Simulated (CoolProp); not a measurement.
Properties of dimethyl ether at several states.

Computed with CoolProp (reference Helmholtz-energy equation of state, Wu 2011).

```
T (K)  p (MPa)  phase  density (kg/m³)  cp (kJ/(kg K))  expansivity (1/kK)  viscosity (µPa s)
-----  -------  -----  ---------------  --------------  ------------------  -----------------
410.8   0.0716    gas           0.9700               …               2.469                  …
346      0.594    gas            10.20               …                   …                  …
490.9   0.0361    gas           0.4080           2.002               2.045               15.5
519.6    0.112    gas            1.198           2.084               1.945               16.8
521.3    0.364    gas            3.910           2.097               1.986                  …
```

**Question.** Fill in the missing entries.

**Answer.** 
- 410.8, cp (kJ/(kg K)): 1.770
- 410.8, viscosity (µPa s): 12.5
- 346, cp (kJ/(kg K)): 1.691
- 346, expansivity (1/kK): 3.637
- 346, viscosity (µPa s): 10.7
- 521.3, viscosity (µPa s): 16.9

Viscosity comes from a separate model (Meng 2012).
